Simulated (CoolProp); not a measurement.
CH3F (R41) at several states: density (kg/m³) from the reference equation and from simpler models built on Tc = 317.3 K, pc = 5906 kPa, ω = 0.200; each cubic takes its own stable root.

Computed with CoolProp (reference Helmholtz-energy equation of state, Lemmon 2006). It is a short technical equation, of lower accuracy than the large ones.

| T (K) | p (kPa) | phase | reference | van der Waals | Redlich-Kwong | Soave-Redlich-Kwong | Peng-Robinson |
|---|---|---|---|---|---|---|---|
| 413.9 | 677 | gas | 6.822 | 6.815 | 6.815 | 6.798 | 6.820 |
| 214.6 | 10400 | liquid | 855.0 | 465.7 | 666.0 | 680.8 | 767.8 |
| 273.7 | 12.8 | gas | 0.1917 | 0.1916 | 0.1916 | 0.1917 | 0.1917 |
| 224 | 630 | liquid | 817.0 | 12.47 | 626.7 | 646.2 | 731.8 |
| 200.5 | 16.6 | gas | 0.3409 | 0.3397 | 0.3400 | 0.3401 | 0.3402 |

At some of these states van der Waals gives the other phase, because its saturation line lies elsewhere.
